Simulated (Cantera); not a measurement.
A perfectly stirred reactor is fed with CO : H₂ : O₂ : N₂ : CO₂ = 1 : 0.044 : 0.373 : 1.4 : 0.13 (molar parts), equivalence ratio 1.4, at 0.227 atm; it is adiabatic with a 623 K inlet, and is followed from long to short residence time, starting on the burning branch (τ in s: 0.29, 0.12, 0.051, 0.021, 0.0089, 0.0037, 0.0016, 0.00065, 0.00027, 0.00011, 4.7e-05).

Computed with Cantera and GRI-Mech 3.0 (53 species, 325 reactions).

x: mole fraction; the columns are a selection and need not sum to one.

```json
[
 {"τ (s)": "0.29", "T (K)": "2304", "x CO": "0.145", "x H₂": "0.00119", "x O₂": "0.0132", "x O": "0.00282", "x NO₂": "2.27e-7"},
 {"τ (s)": "0.12", "T (K)": "2218", "x CO": "0.154", "x H₂": "0.00131", "x O₂": "0.0181", "x O": "0.00452", "x NO₂": "1.42e-7"},
 {"τ (s)": "0.051", "T (K)": "2096", "x CO": "0.167", "x H₂": "0.00146", "x O₂": "0.0243", "x O": "0.00743", "x NO₂": "5.65e-8"},
 {"τ (s)": "0.021", "T (K)": "1946", "x CO": "0.180", "x H₂": "0.00160", "x O₂": "0.0304", "x O": "0.0118", "x NO₂": "1.64e-8"},
 {"τ (s)": "0.0089", "T (K)": "1785", "x CO": "0.191", "x H₂": "0.00162", "x O₂": "0.0351", "x O": "0.0172", "x NO₂": "7.95e-9"},
 {"τ (s)": "0.0037", "T (K)": "1608", "x CO": "0.201", "x H₂": "0.00142", "x O₂": "0.0391", "x O": "0.0238", "x NO₂": "6.16e-9"},
 {"τ (s)": "0.0016", "T (K)": "1424", "x CO": "0.214", "x H₂": "0.00114", "x O₂": "0.0454", "x O": "0.0284", "x NO₂": "4.42e-9"},
 {"τ (s)": "0.00065", "T (K)": "?", "x CO": "?", "x H₂": "?", "x O₂": "?", "x O": "?", "x NO₂": "5.40e-10"},
 {"τ (s)": "0.00027", "T (K)": "623", "x CO": "0.339", "x H₂": "0.0149", "x O₂": "0.127", "x O": "<1e-12", "x NO₂": "<1e-12"},
 {"τ (s)": "0.00011", "T (K)": "623", "x CO": "0.339", "x H₂": "0.0149", "x O₂": "0.127", "x O": "<1e-12", "x NO₂": "<1e-12"},
 {"τ (s)": "4.7e-5", "T (K)": "623", "x CO": "0.339", "x H₂": "0.0149", "x O₂": "0.127", "x O": "<1e-12", "x NO₂": "<1e-12"}
]
```

**Question.** What belongs in the gaps?

**Answer.** 
- 0.00065, T (K): 1133
- 0.00065, x CO: 0.271
- 0.00065, x H₂: 0.00252
- 0.00065, x O₂: 0.0811
- 0.00065, x O: 0.0130
